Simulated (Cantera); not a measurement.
Feed: 1 mol Al, 10 mol NH₃, 260 mol N₂, 4.4 mol HCl, at 802 °C and 0.0120 bar.

Equilibrium computed with Cantera from the NASA thermochemical tables; the gas is ideal and each condensed phase is pure. Candidate condensed phases: Al, AlCl₃, AlN, NH₄Cl; 20 gas species. Kinetics and transport are ignored.

Base state: N₂ 0.932, H₂ 0.0549, HCl 0.0113, AlCl₃ 0.00139 (mole fractions); condensed: AlN(s).

### Question
What changes in the equilibrium state with this change: N₂ from 260 to 11 mol?

### Answer
```
species       before   after
-----------  -------  ------
H₂            0.0549   0.458
N₂             0.932   0.454
HCl           0.0113  0.0693
AlCl₃        0.00139  0.0189
AlN(s), mol    0.605   0.339
```
